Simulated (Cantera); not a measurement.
# Gas-phase reforming

An isothermal, constant-pressure homogeneous reactor starts with CH4 : H2O : H2 = 1 : 1.8 : 0.68 (molar parts), at 1900 K and 128 Torr.

Model: GRI-Mech 3.0 (53 species, 325 reactions), integrated in Cantera.

```tsv
t (s)	x CH4	x H2O	x H2	x HO2	x OH	x C2H2	x CO2
4.00e-5	0.285	0.517	0.196	<1e-12	1.67e-5	1.12e-6	6.22e-12
0.000129	0.276	0.515	0.201	3.25e-12	4.86e-5	0.000186	1.25e-8
0.000418	0.221	0.495	0.251	1.28e-11	8.63e-5	0.0121	4.07e-6
0.00135	0.118	0.446	0.365	1.56e-11	8.18e-5	0.0576	9.13e-5
0.00437	0.0456	0.402	0.451	1.72e-11	8.13e-5	0.0844	0.000836
0.0141	0.0180	0.353	0.508	1.78e-11	7.91e-5	0.0812	0.00415
0.0457	0.0122	0.277	0.569	1.03e-11	5.91e-5	0.0538	0.00864
0.148	0.00696	0.195	0.632	4.63e-12	3.86e-5	0.0214	0.00969
0.478	0.00202	0.146	0.671	2.53e-12	2.78e-5	0.00257	0.00868
1.55	1.26e-5	0.137	0.679	2.31e-12	2.64e-5	1.05e-6	0.00838
5.00	9.17e-10	0.137	0.679	2.33e-12	2.65e-5	<1e-12	0.00838
```
x: mole fraction; the columns are a selection and need not sum to one.

Equilibrium at this temperature and pressure: CH4 1.13e-9, H2O 0.137, H2 0.679, HO2 2.33e-12, OH 2.65e-5, C2H2 <1e-12, CO2 0.00838 (gas phase only).
